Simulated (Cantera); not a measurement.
Input: 1 mol SiCl4, a varied amount of NO, 1.1 mol H2, held at 1225 K and 13300 Pa.

These are equilibrium values from Cantera (NASA tables, ideal gas, pure condensed phases), not measurements of a reactor. Candidate condensed phases: H2O, NH4Cl, Si, SiO2, Si2N2O, Si3N4; 47 gas species. Mutual solubility and eutectic melting of coexisting phases are not modelled. The tables hold silica as quartz up to 1696 K and as liquid above; real silica turns to tridymite and cristobalite and melts near 1996 K. Equilibrium is a limit: real reactors are often held back by kinetics, nucleation or transport.

Which condensed phases are stable at each of these points (n(NO) (mol)): 0.37, 1.5, 2.6, 3.7, 4.8, 5.9, 7, 8.1, 9.3, 10?


| n(NO) (mol) | condensed phases | Si condensed (%) |
|---|---|---|
| 0.37 | SiO2(β-quartz) + Si2N2O(s) | 43.7 |
| 1.5 | SiO2(β-quartz) | 75.0 |
| 2.6 | SiO2(β-quartz) | 100.0 |
| 3.7 | SiO2(β-quartz) | 100.0 |
| 4.8 | SiO2(β-quartz) | 100.0 |
| 5.9 | SiO2(β-quartz) | 100.0 |
| 7 | SiO2(β-quartz) | 100.0 |
| 8.1 | SiO2(β-quartz) | 100.0 |
| 9.3 | SiO2(β-quartz) | 100.0 |
| 10 | SiO2(β-quartz) | 100.0 |

At 0.37 mol NO the condensed part is SiO2(β-quartz) + Si2N2O(s). From 1.5 mol NO to 10 mol NO the condensed part is SiO2(β-quartz).
